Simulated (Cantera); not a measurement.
What does this Cantera script print?

```python
import numpy as np
import cantera as ct

gas_names = [...]  # 109 gases of nasa_gas.yaml made of C, Cl, H, Si
cond_names = """
    C(gr) C6H6(L) C7H8(L) C8H18(L),n-octa Si(cr) Si(L) SiC(b)
""".split()


# ... load() reads the species with a 1 bar reference pressure and builds the phases ...
atoms = {
    'CH3Cl': {'C': 1, 'H': 3, 'CL': 1},
    'Si': {'Si': 1},
    'H2': {'H': 2},
}
top_T = {'C(gr)': 4500, 'SiC(b)': 3050}  # K; cautious upper limits of use, not melting points


# ... equilibrate(T, P, feed) seeds the gas with the atoms and calls Mixture.equilibrate('TP', solver="vcs", rtol=1e-11, max_steps=5000) ...
results = []
feed = {'CH3Cl': 1, 'Si': 0.18, 'H2': 2.3}  # mol
T = 700  # K
P = 58000  # Pa
mix = equilibrate(T, P, feed)
results.append((T, P, feed, dict(zip(mix.species_names, mix.species_moles))))
print(gas.report(threshold=0.001))
for i in range(1, mix.n_phases):
    print(f"{mix.phase(i).name:16s} {mix.phase_moles(i):12.5e} mol")
```

It prints:

```
       temperature   700 K
          pressure   58000 Pa
           density   0.19221 kg/m^3
  mean mol. weight   19.288 kg/kmol
   phase of matter   gas

                          1 kg             1 kmol
                     ---------------   ---------------
          enthalpy       -2.8413e+06       -5.4801e+07  J
   internal energy        -3.143e+06       -6.0621e+07  J
           entropy             10957        2.1133e+05  J/K
    Gibbs function       -1.0511e+07       -2.0273e+08  J
 heat capacity c_p            2234.7             43102  J/K
 heat capacity c_v            1803.6             34787  J/K

                      mass frac. Y      mole frac. X     chem. pot. / RT
                     ---------------   ---------------   ---------------
               CH4            0.2666           0.32051           -38.313
               HCL           0.16977          0.089813           -42.276
                H2          0.055605           0.53198           -17.874
             SiCL4           0.50754          0.057623           -160.32
     [ +105 minor]        0.00049132        7.0629e-05

C(gr)             0.00000e+00 mol
Si(cr)            0.00000e+00 mol
SiC(b)            0.00000e+00 mol
```

Cantera equilibrium calculation (NASA polynomials, part measured and part estimated; ideal gas, pure solids and liquids).
